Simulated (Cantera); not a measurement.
An adiabatic, constant-volume homogeneous reactor starts with CO : H2 : CH4 : O2 : N2 = 1 : 0.068 : 0.14 : 0.866 : 3.26 (molar parts), at 1050 K and 31000 Pa. Integrator tolerance rtol = 1e-08.

Detailed kinetics in Cantera: GRI-Mech 3.0 (53 species, 325 reactions).

```csv
quantity,before,after
time of steepest temperature rise,6.24 ms,1.12 ms
temperature at 0.300 s,2681 K,2722 K
equilibrium temperature,2681 K,2722 K
x(CO) at 0.300 s,0.0778 (gas-phase equilibrium 0.0778),0.0888 (gas-phase equilibrium 0.0888)
x(H2) at 0.300 s,0.00441 (gas-phase equilibrium 0.00441),0.00514 (gas-phase equilibrium 0.00514)
x(CH4) at 0.300 s,<1e-12 (gas-phase equilibrium <1e-12),<1e-12 (gas-phase equilibrium <1e-12)
x(NO) at 0.300 s,0.0121 (gas-phase equilibrium 0.0121),0.0134 (gas-phase equilibrium 0.0134)
x(H2O2) at 0.300 s,9.72e-8 (gas-phase equilibrium 9.72e-8),9.51e-8 (gas-phase equilibrium 9.51e-8)
```

Task: Which change was made?
A. pressure from 31000 Pa to 500000 Pa
B. initial temperature 1050 to 1275 K
C. constant pressure in place of constant volume
D. CO 1 to 0.52 parts

Result: B, initial temperature 1050 to 1275 K
